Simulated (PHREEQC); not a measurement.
Dissolve 0.001 mol NaHCO3, 0.00178 mol Na2B4O7 and 0.003 mol NaCl per kg of water at 30 °C. Closed to the air; pH follows from the charge balance.

Equilibrium calculation in PHREEQC: ion-association model, phreeqc.dat.

Precipitation was switched off in this run.

Q: Estimate the pH, ionic strength.

A: pH 9.13; ionic strength 0.00763 mol/kgw.

Q: In which forms is C present?

A: HCO3- 90 %, CO3-2 8.3 %, NaCO3- 1.0 % of the C.
